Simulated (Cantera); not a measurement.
An isothermal, constant-pressure homogeneous reactor starts with C2H6 : N2 = 1 : 57 (molar parts), at 1750 K and 0.470 bar. Integrator tolerance rtol = 1e-08.

Detailed kinetics in Cantera: GRI-Mech 3.0 (53 species, 325 reactions). GRI-Mech 3.0 stops at C3 and has no aromatics, soot or wall deposition, so with more carbon than oxygen in the feed, carbon stays in small species such as C2H2 where larger ones or solid carbon would form.

Question: What does this change do: C2H6 1 to 7.5 parts?

Answer: 
```tsv
quantity	before	after
x(C2H6) at 10.0 s	2.20e-10 (gas-phase equilibrium 3.34e-11)	4.07e-8 (gas-phase equilibrium 1.89e-8)
x(H) at 10.0 s	6.23e-5 (gas-phase equilibrium 6.23e-5)	0.000148 (gas-phase equilibrium 0.000148)
x(C2H2) at 10.0 s	0.0166 (gas-phase equilibrium 0.00243)	0.0937 (gas-phase equilibrium 0.0433)
x(HCN) at 10.0 s	2.90e-5 (gas-phase equilibrium 0.0285)	1.28e-5 (gas-phase equilibrium 0.101)
x(CH4) at 10.0 s	3.03e-5 (gas-phase equilibrium 1.19e-5)	0.000984 (gas-phase equilibrium 0.000672)
x(C2H) at 10.0 s	2.19e-7 (gas-phase equilibrium 3.20e-8)	5.20e-7 (gas-phase equilibrium 2.40e-7)
x(CH2) at 10.0 s	2.32e-9 (gas-phase equilibrium 9.11e-10)	1.34e-8 (gas-phase equilibrium 9.12e-9)
```

Question: What does this change do: temperature 1750 to 1525 K?

Answer: 
| quantity | before | after |
|---|---|---|
| x(C2H6) at 10.0 s | 2.20e-10 (gas-phase equilibrium 3.34e-11) | 7.85e-8 (gas-phase equilibrium 1.18e-9) |
| x(H) at 10.0 s | 6.23e-5 (gas-phase equilibrium 6.23e-5) | 5.99e-6 (gas-phase equilibrium 6.33e-6) |
| x(C2H2) at 10.0 s | 0.0166 (gas-phase equilibrium 0.00243) | 0.0161 (gas-phase equilibrium 0.00307) |
| x(HCN) at 10.0 s | 2.90e-5 (gas-phase equilibrium 0.0285) | 9.36e-7 (gas-phase equilibrium 0.0271) |
| x(CH4) at 10.0 s | 3.03e-5 (gas-phase equilibrium 1.19e-5) | 0.000979 (gas-phase equilibrium 0.000102) |
| x(C2H) at 10.0 s | 2.19e-7 (gas-phase equilibrium 3.20e-8) | 6.65e-9 (gas-phase equilibrium 1.28e-9) |
| x(CH2) at 10.0 s | 2.32e-9 (gas-phase equilibrium 9.11e-10) | 5.97e-10 (gas-phase equilibrium 6.44e-11) |

Question: What does this change do: temperature 1750 to 1675 K?

Answer: 
```
quantity                                              before                                      after
-----------------  -----------------------------------------  -----------------------------------------
x(C2H6) at 10.0 s  2.20e-10 (gas-phase equilibrium 3.34e-11)  8.77e-10 (gas-phase equilibrium 9.88e-11)
x(H) at 10.0 s       6.23e-5 (gas-phase equilibrium 6.23e-5)    3.11e-5 (gas-phase equilibrium 3.11e-5)
x(C2H2) at 10.0 s     0.0166 (gas-phase equilibrium 0.00243)     0.0166 (gas-phase equilibrium 0.00262)
x(HCN) at 10.0 s      2.90e-5 (gas-phase equilibrium 0.0285)     9.78e-6 (gas-phase equilibrium 0.0281)
x(CH4) at 10.0 s     3.03e-5 (gas-phase equilibrium 1.19e-5)    7.12e-5 (gas-phase equilibrium 2.29e-5)
x(C2H) at 10.0 s     2.19e-7 (gas-phase equilibrium 3.20e-8)    7.68e-8 (gas-phase equilibrium 1.21e-8)
x(CH2) at 10.0 s    2.32e-9 (gas-phase equilibrium 9.11e-10)   1.27e-9 (gas-phase equilibrium 4.09e-10)
```
